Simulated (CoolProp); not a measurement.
n-pentane along the isobar 3.53 MPa: density (kg/m³) from the reference equation and from simpler models built on Tc = 469.7 K, pc = 3.368 MPa, ω = 0.251; each cubic takes its own stable root.

Model: reference Helmholtz-energy equation of state, Thol 2019, in CoolProp.

| T (K) | phase | reference |
|---|---|---|
| 175.1 | liquid | 736.6 |
| 194.1 | liquid | 719.8 |
| 213 | liquid | 703.2 |
| 232 | liquid | 686.3 |
| 250.9 | liquid | 669.4 |
| 269.9 | liquid | 652.1 |
| 288.8 | liquid | 634.5 |
| 307.8 | liquid | 616.2 |
| 326.7 | liquid | 597.3 |
| 345.7 | liquid | 577.2 |
| 364.6 | liquid | 556.0 |
| 383.5 | liquid | 533.0 |

How far does each simpler model (van der Waals, Peng-Robinson) lie from the reference over these 12 states: mean and median of the absolute difference, and the worst?


- van der Waals: mean 39.0 %, median 38.9 %, worst -40.5 % at 175.1 K and 3.53 MPa
- Peng-Robinson: mean 2.2 %, median 2.5 %, worst +3.3 % at 307.8 K and 3.53 MPa
